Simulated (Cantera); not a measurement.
A freely propagating, adiabatic, planar premixed flame of 33.3 % H2, 15.1 % O2, 51.6 % N2, unburnt at 475 K and 0.210 bar; multicomponent+Soret transport, grid criteria slope 0.08 and curve 0.16, no radiation.

Model: the H2/O2 subset of GRI-Mech 3.0, which has no nitrogen chemistry, integrated in Cantera. Burning velocities carry a grid error of a few per cent, more on coarse grids.

Problem. Predict: laminar burning velocity; thermal thickness; peak x(H); peak x(O); peak x(OH).

Solution. 
```json
{
  "laminar_burning_velocity": "452 cm/s",
  "thermal_thickness": "3.15 mm",
  "peak x(H)": "0.0904",
  "peak x(O)": "0.0143",
  "peak x(OH)": "0.0192"
}
```
